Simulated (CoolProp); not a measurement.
The fluid at 293.15 K and 7.76 MPa expands adiabatically to 1.43 MPa with isentropic efficiency 0.9. The same conditions are run with several fluids, on thermodynamics alone (safety and materials aside).

Computed with CoolProp (reference Helmholtz-energy equation of state of each fluid (CF4 (R14): Platzer 1990; carbon monoxide: Lemmon 2006; oxygen: Schmidt 1985; ethylene: Smukala 2000; C2F6 (R116): Lemmon 2006)). The equations of Platzer and Polt are older, rougher fits.

### Question
Rank CF4 (R14), carbon monoxide, oxygen, ethylene, C2F6 (R116) by work (kJ/kg), highest first.

### Answer
carbon monoxide (99.8), oxygen (85.7), ethylene (34.4), CF4 (R14) (26.6), C2F6 (R116) (6.07)

```csv
fluid,final temperature (K),final phase,final density (kg/m³)
CF4 (R14),212.8,gas,87.1
carbon monoxide,187.2,gas,27.0
oxygen,187.1,gas,31.1
ethylene,232.6,"two-phase, vapour fraction 0.471",52.5
C2F6 (R116),263.8,"two-phase, vapour fraction 0.350",307
```
